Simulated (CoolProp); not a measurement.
Carbonyl sulfide at several states: fugacity coefficient from the reference equation and from simpler models built on Tc = 378.8 K, pc = 6.369 MPa, ω = 0.098; each cubic takes its own stable root.

Values from CoolProp's reference Helmholtz-energy equation of state, Lemmon 2006. It is a short technical equation, of lower accuracy than the large ones.

```csv
T (K),p (MPa),phase,reference,van der Waals,Redlich-Kwong,Soave-Redlich-Kwong,Peng-Robinson
201.6,0.253,liquid,0.1311,0.9502,0.1295,0.1291,0.1358
146.4,2.44,liquid,0.0001447,0.01150,8.013e-5,0.0001453,0.0001737
434.7,0.85,gas,0.9712,0.9719,0.9699,0.9708,0.9665
```

At some of these states van der Waals gives the other phase, because its saturation line lies elsewhere.
